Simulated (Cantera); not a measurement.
An adiabatic, constant-pressure homogeneous reactor starts with 5.17 % C₃H₈, 19.9 % O₂, 74.9 % N₂, at 1373 K and 100000 Pa.

Model: GRI-Mech 3.0 (53 species, 325 reactions), integrated in Cantera. GRI-Mech 3.0 was tuned for natural gas; its chemistry of propane as a main component is partial and can be far from experiment.

### Question
Predict: time of steepest temperature rise; temperature at 0.500 s; equilibrium temperature; x(O₂) at 0.500 s; x(HCN) at 0.500 s; x(CO) at 0.500 s; x(NO) at 0.500 s.

### Answer
| Quantity | Result |
|---|---|
| time of steepest temperature rise | 0.345 ms |
| temperature at 0.500 s | 2735 K |
| equilibrium temperature | 2735 K |
| x(O₂) at 0.500 s | 0.00443 (gas-phase equilibrium 0.00443) |
| x(HCN) at 0.500 s | 6.86e-9 (gas-phase equilibrium 6.86e-9) |
| x(CO) at 0.500 s | 0.0866 (gas-phase equilibrium 0.0866) |
| x(NO) at 0.500 s | 0.00446 (gas-phase equilibrium 0.00446) |
